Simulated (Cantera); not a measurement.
What does this Cantera script print?

```python
import numpy as np
import cantera as ct

gas_names = """
    I2 H2 HI PbI2 ALI3
""".split()
cond_names = """
    Mg(cr) Mg(L) MgI2(s) MgI2(L) Pb(cr) Pb(L) AL(cr) AL(L)
""".split()


# ... load() reads the species with a 1 bar reference pressure and builds the phases ...
species = {s.name: s for s in load("nasa_gas.yaml", gas_names) + load("nasa_condensed.yaml", cond_names)}
# Each term lists the table entries of one substance; the one whose range holds T is used.
reactions = {
    'Mg + I2(g) = MgI2':
        [(-1, ['Mg(cr)', 'Mg(L)']), (-1, ['I2']), (1, ['MgI2(s)', 'MgI2(L)'])],
    'H2(g) + I2(g) = 2 HI(g)':
        [(-1, ['H2']), (-1, ['I2']), (2, ['HI'])],
    'Pb + I2(g) = PbI2(g)':
        [(-1, ['Pb(cr)', 'Pb(L)']), (-1, ['I2']), (1, ['PbI2'])],
    '0.6667 Al + I2(g) = 0.6667 AlI3(g)':
        [(-0.6666666666666666, ['AL(cr)', 'AL(L)']), (-1, ['I2']), (0.6666666666666666, ['ALI3'])],
}


def pick(names, T):
    return next(species[n] for n in names if species[n].thermo.min_temp <= T <= species[n].thermo.max_temp)


results = []
for label, terms in reactions.items():
    print(label)
    print("     T/K   dH/kJ  dS/(J/K)   dG/kJ   log10 K")
    for T in [1098, 1198, 1298, 1398, 1498]:
        used = [(nu, pick(names, T)) for nu, names in terms]
        dH = sum(nu * s.thermo.h(T) for nu, s in used) / 1e6
        dS = sum(nu * s.thermo.s(T) for nu, s in used) / 1e3
        dG = dH - T * dS / 1e3
        logK = -dG * 1e6 / (ct.gas_constant * T * np.log(10))
        results.append((label, T, dH, dS, dG, logK, [s.name for _, s in used]))
        print(f"{T:8g} {dH:8.1f} {dS:8.1f} {dG:8.1f} {logK:8.2f}")
```

Output:

```
Mg + I2(g) = MgI2
     T/K   dH/kJ  dS/(J/K)   dG/kJ   log10 K
    1098   -393.0   -117.0   -264.5    12.58
    1198   -390.2   -114.6   -253.0    11.03
    1298   -387.5   -112.4   -241.6     9.72
    1398   -384.8   -110.4   -230.5     8.61
    1498   -382.1   -108.5   -219.5     7.65
H2(g) + I2(g) = 2 HI(g)
     T/K   dH/kJ  dS/(J/K)   dG/kJ   log10 K
    1098    -13.7     14.3    -29.4     1.40
    1198    -13.8     14.2    -30.8     1.34
    1298    -13.9     14.1    -32.2     1.30
    1398    -14.0     14.0    -33.6     1.26
    1498    -14.1     14.0    -35.0     1.22
Pb + I2(g) = PbI2(g)
     T/K   dH/kJ  dS/(J/K)   dG/kJ   log10 K
    1098    -77.5     15.0    -94.0     4.47
    1198    -78.4     14.2    -95.4     4.16
    1298    -79.4     13.4    -96.8     3.90
    1398    -80.3     12.7    -98.1     3.67
    1498    -81.3     12.1    -99.3     3.46
0.6667 Al + I2(g) = 0.6667 AlI3(g)
     T/K   dH/kJ  dS/(J/K)   dG/kJ   log10 K
    1098   -200.8    -41.4   -155.3     7.39
    1198   -201.2    -41.8   -151.1     6.59
    1298   -201.7    -42.2   -146.9     5.91
    1398   -202.2    -42.5   -142.7     5.33
    1498   -202.7    -42.9   -138.4     4.83
```

Standard-state values (1 bar) from the NASA 1993 polynomials, evaluated with Cantera. Condensed species are held in their standard states even where they would react or evaporate.
